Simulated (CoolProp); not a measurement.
Values from CoolProp's reference Helmholtz-energy equation of state, Zhou 2011.

Task: Give the vapour pressure (kPa), liquid density (kg/m³), enthalpy of vaporisation (kJ/kg), liquid cp (kJ/(kg K)) of saturated dimethyl carbonate at 175.35 °C.

Result: 
```
T (°C)  p (kPa)  liquid density (kg/m³)  enthalpy of vaporisation (kJ/kg)  liquid cp (kJ/(kg K))
------  -------  ----------------------  --------------------------------  ---------------------
175.35      851                     840                               307                   2.23
```
